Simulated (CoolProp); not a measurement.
Vapour-liquid equilibrium of C2F6 (R116) (1) + R22 (2) at 0.288 MPa; x and y are mole fractions of (1).

Model: multi-fluid Helmholtz-energy mixture model, Lemmon 2006 and Kamei 1995; pair parameters Bell 2016, in CoolProp.

```
x     bubble temperature (K)  y at the bubble point  dew temperature at overall composition x (K)  liquid density (mol/L)
----  ----------------------  ---------------------  --------------------------------------------  ----------------------
0.05                   242.1                  0.460                                         256.0                   15.54
0.2                    225.1                  0.771                                         251.5                   14.95
0.35                   221.6                  0.817                                         246.4                   14.01
0.5                    220.5                  0.834                                         240.4                   13.10
0.65                   219.5                  0.854                                         232.9                   12.30
0.8                    218.3                  0.890                                         222.9                   11.63
0.95                   217.2                  0.962                                         217.4                   11.06
```

No azeotrope shows between x = 0.05 and 0.95.

The pair parameters rest on a limited set of measurements; away from them the model extrapolates. With so large a gap from Raoult's law the liquid may split in two, which this calculation doesn't test in full.
